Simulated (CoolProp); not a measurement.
50 sccm (0 °C, 1 atm) of nitrogen bubbles through liquid octamethyltrisiloxane (MDM) at 303.1 K and leaves saturated at a total pressure of 0.0173 MPa (ideal gas phase). Each further row changes one setting.

Values from CoolProp's reference Helmholtz-energy equation of state, Thol 2017.

| case | vapour pressure (kPa) | mole fraction of vapour | delivery (mg/min) | delivery (sccm) | change of delivery for a bath 1 K warmer (%) |
|---|---|---|---|---|---|
| as stated | 0.686 | ___ | 21.8 | 2.06 | 6.7 |
| bath temperature 308.1 K | ___ | ___ | 30.1 | 2.85 | 6.6 |
| total pressure 0.0346 MPa | 0.686 | 0.0198 | 10.7 | 1.01 | 6.6 |

Question: What belongs in the gaps?

Answer: 
- as stated, mole fraction of vapour: 0.0396
- bath temperature 308.1 K, vapour pressure (kPa): 0.933
- bath temperature 308.1 K, mole fraction of vapour: 0.0539
